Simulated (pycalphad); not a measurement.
All values are pycalphad results on the COST 507 light-alloy database (1999) (1 atm), not direct measurements. These are 1990s assessments: newer ones move some temperatures and phases. The system is extrapolated from its subsystems; higher-order compounds may be missing. Phase fractions are per mole of atoms.

Question: Give the equilibrium state of Al-9.189Mn-7.989Si-2.292Fe (wt.%) at 602 °C.

Answer: LIQUID, fraction 0.429, with 0.45 Mn, 8.7 Si, 0.97 Fe wt.%; ALMNSI_ALPHA, fraction 0.270, with 29.9 Mn, 10.9 Si, no Fe wt.%; FCC_A1, fraction 0.235, with 0.14 Mn, 0.98 Si, 0.01 Fe wt.%; ALFESI_BETA, fraction 0.065, with no Mn, 13.4 Si, 26.6 Fe wt.%.

Question: Give the equilibrium state of Al-9.189Mn-7.989Si-2.292Fe (wt.%) at 677 °C.

Answer: LIQUID, fraction 0.757, with 1.7 Mn, 7.1 Si, 2.9 Fe wt.%; ALMNSI_ALPHA, fraction 0.239, with 29.9 Mn, 10.5 Si, no Fe wt.%; AL13FE4, fraction 0.004, with 4.4 Mn, <0.01 Si, 34.8 Fe wt.%.

Database names, with the compositions (at.%) that they take in these runs: ALMNSI_ALPHA: Al 70 Mn 17 Si 12; AL13FE4: Al 76 Fe 21 Mn 3; ALFESI_BETA: Al 70 Si 15 Fe 15. FCC_A1 is fcc. An entry "none" or "no" means that the model of the phase leaves that element out.
